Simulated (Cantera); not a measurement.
Charge: 1 mol Fe2O3, 1.3 mol CH4, 0.41 mol N2, at 23.0 mbar.

Points: T (K) = 1275, 1375, 1475, 1575, 1675, 1775, 1875, 1975, 2075, 2175, 2275, 2375.

Cantera's Mixture.equilibrate('TP', solver="vcs", rtol=1e-11, max_steps=5000) on the NASA tables stopped like this:

```
*******************************************************************************
CanteraError thrown by VCS_SOLVE::solve_tp_inner:
vcs_solve_TP: ERROR on step change wt[143:Fe2O3(s)]: -5.551115123125783e-17 < 0.0
*******************************************************************************
```

### Question
What got this run through?

### Answer
Several could match; the one computed here: The failure is numerical, not chemical. The same input converged with solver="gibbs", rtol=1e-10, max_steps=50000, and the result passed a check of the equilibrium conditions:
```
T = 1275 K  P = 2300 Pa  gas = 4.31 mol
   x: H2 4.586e-01  CO 2.535e-01  H2O 1.446e-01  N2 9.513e-02  CO2 4.808e-02
   condensed (mol): Fe(c) 1.131  FeO(s) 0.8694
T = 1375 K  P = 2300 Pa  gas = 4.31 mol
   x: H2 4.424e-01  CO 2.565e-01  H2O 1.609e-01  N2 9.513e-02  CO2 4.511e-02
   condensed (mol): Fe(c) 1.188  FeO(s) 0.8123
T = 1475 K  P = 2300 Pa  gas = 4.31 mol
   x: H2 4.284e-01  CO 2.590e-01  H2O 1.748e-01  N2 9.512e-02  CO2 4.257e-02
   condensed (mol): Fe(c) 1.237  FeO(s) 0.763
T = 1575 K  P = 2300 Pa  gas = 4.311 mol
   x: H2 4.164e-01  CO 2.612e-01  H2O 1.867e-01  N2 9.512e-02  CO2 4.038e-02
   condensed (mol): Fe(c) 1.279  FeO(s) 0.721
T = 1675 K  P = 2300 Pa  gas = 4.312 mol
   x: H2 4.093e-01  CO 2.639e-01  H2O 1.934e-01  N2 9.509e-02  CO2 3.760e-02
   condensed (mol): Fe(d) 1.295  FeO(L) 0.7039
T = 1775 K  P = 2300 Pa  gas = 4.317 mol
   x: H2 4.125e-01  CO 2.681e-01  H2O 1.892e-01  N2 9.498e-02  CO2 3.306e-02  H 1.226e-03
   condensed (mol): Fe(d) 1.256  FeO(L) 0.7402
T = 1875 K  P = 2300 Pa  gas = 4.332 mol
   x: H2 4.101e-01  CO 2.699e-01  H2O 1.887e-01  N2 9.465e-02  CO2 3.019e-02  Fe 3.527e-03  H 2.768e-03
   condensed (mol): Fe(L) 1.233  FeO(L) 0.7511
T = 1975 K  P = 2300 Pa  gas = 4.376 mol
   x: H2 4.027e-01  CO 2.691e-01  H2O 1.884e-01  N2 9.370e-02  CO2 2.802e-02  Fe 1.193e-02  H 5.726e-03
   condensed (mol): Fe(L) 1.196  FeO(L) 0.7509
T = 2075 K  P = 2300 Pa  gas = 4.498 mol
   x: H2 3.881e-01  CO 2.633e-01  H2O 1.840e-01  N2 9.114e-02  Fe 3.564e-02  CO2 2.572e-02  H 1.094e-02
   condensed (mol): Fe(L) 1.086  FeO(L) 0.7511
T = 2175 K  P = 2300 Pa  gas = 4.828 mol
   x: H2 3.570e-01  CO 2.465e-01  H2O 1.711e-01  Fe 9.568e-02  N2 8.490e-02  CO2 2.274e-02  H 1.923e-02  FeO 1.345e-03  OH 1.238e-03
   condensed (mol): Fe(L) 0.7813  FeO(L) 0.7496
T = 2275 K  P = 2300 Pa  gas = 5.698 mol
   x: H2 2.916e-01  Fe 2.230e-01  CO 2.089e-01  H2O 1.482e-01  N2 7.193e-02  H 3.023e-02  CO2 1.922e-02  FeO 4.028e-03  OH 2.392e-03
   condensed (mol): FeO(L) 0.7057
T = 2375 K  P = 2300 Pa  gas = 6.262 mol
   x: Fe 2.750e-01  H2 2.015e-01  H2O 1.891e-01  CO 1.788e-01  N2 6.536e-02  H 4.174e-02  CO2 2.876e-02  FeO 1.093e-02  OH 6.974e-03
   condensed (mol): FeO(L) 0.208
```

The gas is ideal and each condensed phase is pure. Each liquid is taken as pure. Mutual solubility and eutectic melting of coexisting phases are not modelled. The tables' stoichiometric FeO is somewhat more stable than real wüstite, so its field is too wide. FeO: taken at fixed stoichiometry.
